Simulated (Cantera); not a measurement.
# Si + Cl2 + H2 (chlorosilane synthesis and conversion)

Charge: 1 mol Si, 1.7 mol Cl2, 0.36 mol H2, at 0.260 bar.

Cantera equilibrium calculation (NASA polynomials, part measured and part estimated; ideal gas, pure solids and liquids). Candidate condensed phases: Si; 19 gas species. The tables' values for SiCl3 are old estimates; treat these amounts as uncertain. Kinetics and transport are ignored.

From 750 K to 950 K the condensed part is Si(s). The main Si-bearing gas is SiCl4 throughout.

| T (K) | log p SiCl4 | log p H2 | log p SiHCl3 | log p HCl | log p SiCl3 | log p SiH2Cl2 | log p SiCl2 | n Si(s) |
|---|---|---|---|---|---|---|---|---|
| 750 | -0.77 | -1.18 | -1.61 | -3.69 | -4.65 | -3.58 | -6.26 | 0.122 |
| 775 | -0.77 | -1.18 | -1.61 | -3.52 | -4.41 | -3.57 | -5.90 | 0.122 |
| 800 | -0.77 | -1.18 | -1.62 | -3.37 | -4.19 | -3.56 | -5.56 | 0.122 |
| 825 | -0.77 | -1.18 | -1.62 | -3.23 | -3.98 | -3.55 | -5.25 | 0.123 |
| 850 | -0.77 | -1.18 | -1.63 | -3.10 | -3.79 | -3.54 | -4.95 | 0.123 |
| 875 | -0.77 | -1.18 | -1.63 | -2.98 | -3.60 | -3.53 | -4.67 | 0.124 |
| 900 | -0.77 | -1.18 | -1.64 | -2.86 | -3.43 | -3.53 | -4.41 | 0.124 |
| 925 | -0.77 | -1.18 | -1.64 | -2.75 | -3.27 | -3.52 | -4.16 | 0.125 |
| 950 | -0.77 | -1.18 | -1.65 | -2.64 | -3.11 | -3.51 | -3.93 | 0.125 |
log p: log10 of the partial pressure in bar; n: condensed amount in mol.
